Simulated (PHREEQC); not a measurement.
## Acid mine or pickling water: an equilibrium model

Model water analysis in mg/L, 25 °C, pH 4.16, pe 10.1:

```csv
constituent,mg/L
Na,124
K,66.3
Ca,64.2
Mg,36.4
Cl,254
S(6) as SO4,474
F,2.61
```

Valence states are taken as typed.

Computed with PHREEQC (ion-association model, phreeqc.dat).

This is a speciation only: nothing precipitates in the calculation.

Problem. Estimate the ionic strength.

Solution. ionic strength 0.0203 mol/kgw.

Problem. In which forms is Na present?

Solution. Na+ 99 %, NaSO4- 1.2 % of the Na.

Species that the database lacks are ignored.
